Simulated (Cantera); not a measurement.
A Cantera script and what it prints.

```python
import numpy as np
import cantera as ct

gas_names = [...]  # 47 gases of nasa_gas.yaml made of Cl, H, N, O, Si
cond_names = """
    H2O(s) H2O(L) NH4CL(a) NH4CL(b) Si(cr) Si(L) SiO2(Lqz) SiO2(hqz) SiO2(L) Si2N2O(s) Si3N4(a)
""".split()


# ... load() reads the species with a 1 bar reference pressure and builds the phases ...
atoms = {
    'SiCl4': {'Si': 1, 'CL': 4},
    'H2O': {'H': 2, 'O': 1},
    'N2': {'N': 2},
    'N2O': {'N': 2, 'O': 1},
}
top_T = {'Si2N2O(s)': 2100, 'Si3N4(a)': 2400}  # K; cautious upper limits of use, not melting points


# ... equilibrate(T, P, feed) seeds the gas with the atoms and calls Mixture.equilibrate('TP', solver="vcs", rtol=1e-11, max_steps=5000) ...
results = []
feed = {'SiCl4': 1, 'H2O': 5.4, 'N2': 90, 'N2O': 16}  # mol
T = 1373.15  # K
P = 28  # Pa
mix = equilibrate(T, P, feed)
results.append((T, P, feed, dict(zip(mix.species_names, mix.species_moles))))
print(gas.report(threshold=1e-05))
for i in range(1, mix.n_phases):
    print(f"{mix.phase(i).name:16s} {mix.phase_moles(i):12.5e} mol")
```

Output:

```
       temperature   1373.2 K
          pressure   28 Pa
           density   6.9283e-05 kg/m^3
  mean mol. weight   28.25 kg/kmol
   phase of matter   gas

                          1 kg             1 kmol
                     ---------------   ---------------
          enthalpy        8.8003e+05        2.4861e+07  J
   internal energy        4.7589e+05        1.3444e+07  J
           entropy             11051        3.1219e+05  J/K
    Gibbs function       -1.4294e+07       -4.0382e+08  J
 heat capacity c_p            1229.2             34725  J/K
 heat capacity c_v            934.89             26411  J/K

                      mass frac. Y      mole frac. X     chem. pot. / RT
                     ---------------   ---------------   ---------------
                CL         0.0042567         0.0033921           -25.121
               HCL          0.038091          0.029516            -44.93
               H2O          0.018905          0.029646           -58.828
                NO        0.00038566         0.0003631            -36.24
                N2           0.86492           0.87221           -34.062
                OH        4.4223e-05        7.3458e-05           -39.019
                O2          0.073381          0.064786           -38.418
     [  +40 minor]        2.1625e-05        1.8321e-05

Si(cr)            0.00000e+00 mol
SiO2(hqz)         1.00000e+00 mol
Si2N2O(s)         0.00000e+00 mol
Si3N4(a)          0.00000e+00 mol
```

Method: chemical equilibrium by Gibbs-energy minimisation in Cantera with the NASA 1993 tables (ideal gas, pure condensed phases). The tables hold silica as quartz up to 1696 K and as liquid above; real silica turns to tridymite and cristobalite and melts near 1996 K.
